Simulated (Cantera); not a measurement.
Input: 1 mol SiH2Cl2, 26 mol O2, 3.7 mol H2, 0.17 mol N2O, equilibrated at 1.00 Torr.

Equilibrium computed with Cantera from the NASA thermochemical tables; the gas is ideal and each condensed phase is pure. Candidate condensed phases: H2O, NH4Cl, Si, SiO2, Si2N2O, Si3N4; 47 gas species. The tables hold silica as quartz up to 1696 K and as liquid above; real silica turns to tridymite and cristobalite and melts near 1996 K. Equilibrium is a limit: real reactors are often held back by kinetics, nucleation or transport.

x: gas mole fraction; n: condensed amount in mol.

| T (K) | x O2 | x H2O | x HCl | x Cl | x OH | x N2 | n SiO2(β-quartz) | n SiO2(condensed) |
|---|---|---|---|---|---|---|---|---|
| 1023 | 0.798 | 0.128 | 0.0678 | 0.000274 | 1.47e-6 | 0.00584 | 1.00 | 0 |
| 1123 | 0.798 | 0.128 | 0.0676 | 0.000739 | 8.08e-6 | 0.00583 | 1.00 | 0 |
| 1223 | 0.798 | 0.128 | 0.0668 | 0.00168 | 3.36e-5 | 0.00582 | 1.00 | 0 |
| 1323 | 0.797 | 0.129 | 0.0652 | ? | ? | 0.00580 | 1.00 | 0 |
| 1423 | 0.795 | 0.130 | 0.0627 | 0.00585 | 0.000321 | 0.00576 | 1.00 | 0 |
| 1523 | 0.794 | 0.131 | 0.0591 | 0.00935 | 0.000796 | 0.00571 | 1.00 | 0 |
| 1623 | 0.791 | 0.133 | 0.0547 | 0.0137 | 0.00177 | 0.00564 | 1.000 | 0 |
| 1723 | 0.787 | 0.134 | ? | ? | ? | 0.00555 | 0 | 1.000 |
| 1823 | 0.781 | 0.134 | 0.0441 | 0.0240 | 0.00666 | 0.00542 | 0 | 1.000 |

Problem. What belongs in the gaps?

Solution. 
- 1723, x HCl: 0.0496
- 1723, x Cl: 0.0187
- 1723, x OH: 0.00357
- 1323, x Cl: 0.00332
- 1323, x OH: 0.000113
